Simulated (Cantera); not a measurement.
CH₃SiCl₃ + C₂H₂ + H₂ (silicon carbide growth)

Charge: 1 mol CH₃SiCl₃, 0.015 mol C₂H₂, 24 mol H₂, held at 0.133 bar.

Equilibrium computed with Cantera from the NASA thermochemical tables; the gas is ideal and each condensed phase is pure. Candidate condensed phases: C, C₆H₆, C₇H₈, C₈H₁₈, Si, SiC; 109 gas species. The feed counts by its element totals alone. The tables' values for SiCl₃ are old estimates; treat these amounts as uncertain. The numbers say what is thermodynamically allowed, not how fast it happens.

From 1050 K to 1650 K the condensed part is C(graphite) + SiC(s). The main Si-bearing gas is SiCl₄ at 1050 K and SiCl₂ at 1650 K.

```json
[
 {"T (K)": "1050", "log p H₂": "-0.92", "log p HCl": "-1.93", "log p CH₄": "-3.08", "log p SiCl₄": "-3.13", "log p SiCl₂": "-5.89", "log p SiHCl₃": "-4.11", "log p H": "-8.55", "n C(graphite)": "0.0304", "n SiC(s)": "0.835"},
 {"T (K)": "1100", "log p H₂": "-0.92", "log p HCl": "-1.88", "log p CH₄": "-3.29", "log p SiCl₄": "-3.41", "log p SiCl₂": "-5.59", "log p SiHCl₃": "-4.28", "log p H": "-8.05", "n C(graphite)": "0.0193", "n SiC(s)": "0.908"},
 {"T (K)": "1150", "log p H₂": "-0.93", "log p HCl": "-1.85", "log p CH₄": "-3.48", "log p SiCl₄": "-3.72", "log p SiCl₂": "-5.35", "log p SiHCl₃": "-4.49", "log p H": "-7.59", "n C(graphite)": "0.0107", "n SiC(s)": "0.953"},
 {"T (K)": "1200", "log p H₂": "-0.93", "log p HCl": "-1.84", "log p CH₄": "-3.65", "log p SiCl₄": "-4.06", "log p SiCl₂": "-5.16", "log p SiHCl₃": "-4.71", "log p H": "-7.17", "n C(graphite)": "0.00965", "n SiC(s)": "0.975"},
 {"T (K)": "1250", "log p H₂": "-0.93", "log p HCl": "-1.84", "log p CH₄": "-3.81", "log p SiCl₄": "-4.40", "log p SiCl₂": "-4.99", "log p SiHCl₃": "-4.94", "log p H": "-6.78", "n C(graphite)": "0.0128", "n SiC(s)": "0.986"},
 {"T (K)": "1300", "log p H₂": "-0.93", "log p HCl": "-1.83", "log p CH₄": "-3.96", "log p SiCl₄": "-4.72", "log p SiCl₂": "-4.84", "log p SiHCl₃": "-5.15", "log p H": "-6.42", "n C(graphite)": "0.0172", "n SiC(s)": "0.990"},
 {"T (K)": "1350", "log p H₂": "-0.93", "log p HCl": "-1.83", "log p CH₄": "-4.09", "log p SiCl₄": "-5.02", "log p SiCl₂": "-4.71", "log p SiHCl₃": "-5.36", "log p H": "-6.09", "n C(graphite)": "0.0216", "n SiC(s)": "0.992"},
 {"T (K)": "1400", "log p H₂": "-0.93", "log p HCl": "-1.83", "log p CH₄": "-4.22", "log p SiCl₄": "-5.30", "log p SiCl₂": "-4.59", "log p SiHCl₃": "-5.55", "log p H": "-5.78", "n C(graphite)": "0.0256", "n SiC(s)": "0.992"},
 {"T (K)": "1450", "log p H₂": "-0.93", "log p HCl": "-1.83", "log p CH₄": "-4.33", "log p SiCl₄": "-5.57", "log p SiCl₂": "-4.47", "log p SiHCl₃": "-5.73", "log p H": "-5.49", "n C(graphite)": "0.0291", "n SiC(s)": "0.991"},
 {"T (K)": "1500", "log p H₂": "-0.93", "log p HCl": "-1.83", "log p CH₄": "-4.44", "log p SiCl₄": "-5.81", "log p SiCl₂": "-4.37", "log p SiHCl₃": "-5.89", "log p H": "-5.22", "n C(graphite)": "0.0324", "n SiC(s)": "0.990"},
 {"T (K)": "1550", "log p H₂": "-0.93", "log p HCl": "-1.83", "log p CH₄": "-4.54", "log p SiCl₄": "-6.05", "log p SiCl₂": "-4.27", "log p SiHCl₃": "-6.05", "log p H": "-4.96", "n C(graphite)": "0.0355", "n SiC(s)": "0.988"},
 {"T (K)": "1600", "log p H₂": "-0.93", "log p HCl": "-1.83", "log p CH₄": "-4.64", "log p SiCl₄": "-6.26", "log p SiCl₂": "-4.18", "log p SiHCl₃": "-6.20", "log p H": "-4.73", "n C(graphite)": "0.0383", "n SiC(s)": "0.986"},
 {"T (K)": "1650", "log p H₂": "-0.93", "log p HCl": "-1.83", "log p CH₄": "-4.73", "log p SiCl₄": "-6.47", "log p SiCl₂": "-4.10", "log p SiHCl₃": "-6.33", "log p H": "-4.50", "n C(graphite)": "0.0410", "n SiC(s)": "0.983"}
]
```
log p: log10 of the partial pressure in bar; n: condensed amount in mol.
